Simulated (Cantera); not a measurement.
Feed: 1 mol B₂O₃, a varied amount of F₂, 3.2 mol H₂, at 1348 K and 100000 Pa.

Cantera equilibrium calculation (NASA polynomials, part measured and part estimated; ideal gas, pure solids and liquids). Candidate condensed phases: B, B₂O₃, B₃O₃H₃, H₂O; 43 gas species. Gases not in the tables: H₃BO₃. Equilibrium is a limit: real reactors are often held back by kinetics, nucleation or transport.

x: gas mole fraction; n: condensed amount in mol.

```csv
n(F₂) (mol),x HF,x H₂,x H₂O,x BF₃,x F,x O₂,x B₃O₃F₃,x F₂,n B₂O₃(l)
1.5,0.224,0.387,0.227,0.132,6.75e-12,<1e-12,0.0188,<1e-12,0.559
1.8,0.251,0.303,0.261,0.151,8.57e-12,<1e-12,0.0216,<1e-12,0.468
2.1,0.276,0.227,0.292,0.169,1.09e-11,<1e-12,0.0241,<1e-12,0.377
2.4,0.298,0.157,0.320,0.186,1.41e-11,<1e-12,0.0265,<1e-12,0.285
2.7,0.317,0.0940,0.345,0.201,1.94e-11,<1e-12,0.0286,<1e-12,0.193
3.2,0.347,…,…,…,…,…,…,<1e-12,…
3.6,0.358,…,…,0.242,…,…,…,<1e-12,0
4.2,0.398,1.90e-7,0.258,0.259,1.71e-8,0.0715,0.00658,<1e-12,0
4.9,0.484,9.62e-8,0.159,0.247,2.93e-8,0.107,0.000413,<1e-12,0
5.6,0.579,3.57e-8,0.0660,0.221,5.75e-8,0.133,7.28e-6,<1e-12,0
6.5,0.611,<1e-12,<1e-12,0.191,0.0537,0.143,<1e-12,0.00175,0
7.5,0.522,<1e-12,<1e-12,0.163,0.175,0.122,<1e-12,0.0185,0
```

Task: Some entries are withheld; supply them.

Result: 
- 3.6, x H₂: 3.68e-7
- 3.6, x H₂O: 0.334
- 3.6, x F: 1.11e-8
- 3.6, x O₂: 0.0322
- 3.6, x B₃O₃F₃: 0.0223
- 3.2, x H₂: 2.48e-5
- 3.2, x H₂O: 0.383
- 3.2, x BF₃: 0.223
- 3.2, x F: 1.31e-9
- 3.2, x O₂: 9.33e-6
- 3.2, x B₃O₃F₃: 0.0318
- 3.2, n B₂O₃(l): 0.0394
